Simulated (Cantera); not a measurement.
Charge: 1 mol (CH3)2SiCl2, 0.077 mol CH4, 130 mol H2, at 1025 °C and 1.00 bar.

Equilibrium computed with Cantera from the NASA thermochemical tables; the gas is ideal and each condensed phase is pure. Candidate condensed phases: C, C6H6, C7H8, C8H18, Si, SiC; 109 gas species. The feed counts by its element totals alone. Kinetics and transport are ignored.

Base state: H2 0.977, HCl 0.0150, CH4 0.00761 (mole fractions); condensed: C(graphite) + SiC(s).

Q: What changes in the equilibrium state with this change: H2 from 130 to 2 mol?

A: 
```tsv
species	before	after
H2	0.977	0.745
HCl	0.0150	0.220
SiCl4	3.16e-7	0.0249
SiCl3	3.08e-7	0.00145
SiHCl3	9.28e-7	0.00381
C(graphite), mol	0.0637	1.23
SiC(s), mol	0.999	0.817
```
The tables' values for SiCl3 are old estimates; treat these amounts as uncertain.
